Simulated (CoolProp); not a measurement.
Saturated liquid density (kg/m³) of R1234ze(E): the reference equation beside estimates from Tc = 382.5 K, pc = 3635 kPa, ω = 0.313. Rackett uses Z = 0.29056 − 0.08775 ω.

Values from CoolProp's reference Helmholtz-energy equation of state, Thol 2016.

```
T (K)  reference  Rackett  van der Waals  Redlich-Kwong
-----  ---------  -------  -------------  -------------
253.4       1296     1319          767.5           1120
264.2        ___     1287          749.9           1089
275         1235     1255          731.4            ___
285.8       1202     1220          711.9           1021
296.6       1168     1184          691.1          984.0
307.5       1132      ___          668.6          943.5
318.3       1092     1105          644.5          900.1
329.1       1050      ___          618.1            ___
339.9        ___     1011            ___            ___
350.7      946.6    954.8          555.6          740.8
361.5      879.2    887.3          515.9          670.9
```

Problem. Fill in the missing entries.

Solution. 
- 264.2, reference: 1266
- 275, Redlich-Kwong: 1056
- 307.5, Rackett: 1146
- 329.1, Rackett: 1060
- 329.1, Redlich-Kwong: 852.6
- 339.9, reference: 1002
- 339.9, van der Waals: 588.9
- 339.9, Redlich-Kwong: 800.1

Absolute difference from the reference over all 11 rows, mean and median: Rackett 1.3 and 1.2 %, van der Waals 41.0 and 40.9 %, Redlich-Kwong 17.4 and 16.7 %.
